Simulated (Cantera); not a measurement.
# Al(CH3)3 + H2O + N2 (aluminium nitride and oxide growth)

A closed system holds: 1 mol Al(CH3)3, 6.1 mol H2O, 35 mol N2, held at 1798.15 K and 0.420 bar.

Cantera equilibrium calculation (NASA polynomials, part measured and part estimated; ideal gas, pure solids and liquids). Candidate condensed phases: Al, AlN, Al2O3, C, C6H6, C7H8, C8H18, H2O; 148 gas species. The feed counts by its element totals alone. Gases not in the tables: Al(OH)3. The numbers say what is thermodynamically allowed, not how fast it happens.

- x(N2): 0.720
- x(H2): 0.188
- x(CO): 0.0592
- x(H2O): 0.0304
- x(CO2): 0.00252
- x(H): 0.000236
- x(OH): 2.51e-6
- n(Al2O3(s)): 0.500 mol
- gas amount: 48.61 mol
- log10 activity of C(graphite) (absent): -4.36
- log10 activity of Al(l) (absent): -8.36
